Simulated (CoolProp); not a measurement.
Saturation properties of n-butane.

The numbers come from the reference Helmholtz-energy equation of state, Bücker 2006 in CoolProp.

| T (°C) | p (MPa) | vapour density (kg/m³) | liquid cp (kJ/(kg K)) | surface tension (mN/m) | liquid conductivity (mW/(m K)) |
|---|---|---|---|---|---|
| -53.15 | 0.007805 | 0.2496 | 2.113 | 21.3 | 140 |
| -38.95 | 0.01777 | 0.5369 | 2.157 | 19.5 | 133 |
| -24.85 | 0.03616 | 1.039 | 2.207 | 17.8 | 127 |
| -10.65 | 0.06771 | 1.861 | 2.264 | 16.1 | 120 |
| 3.45 | 0.1174 | 3.109 | 2.328 | 14.4 | 114 |
| 17.65 | 0.1923 | 4.942 | 2.400 | 12.8 | 108 |
| 31.75 | 0.2986 | 7.501 | 2.480 | 11.2 | 102 |
| 45.95 | 0.4454 | 11.03 | 2.570 | 9.59 | 96.5 |
| 60.05 | 0.6390 | 15.73 | 2.673 | 8.07 | 91.3 |
| 74.25 | 0.8911 | 22.03 | 2.795 | 6.59 | 86.4 |
| 88.35 | 1.207 | 30.35 | 2.944 | 5.17 | 81.8 |
| 102.55 | 1.603 | 41.65 | 3.143 | 3.81 | 77.5 |
| 116.65 | 2.084 | 57.28 | 3.449 | 2.54 | 73.4 |
| 130.85 | 2.673 | 80.91 | 4.081 | 1.36 | 69.5 |
| 144.95 | 3.383 | 124.6 | 7.114 | 0.360 | 66.7 |

It boils at -0.5 °C under 1 atm.

Thermal conductivity comes from a separate model (Perkins 2002). Surface tension comes from a separate correlation (Mulero 2012).
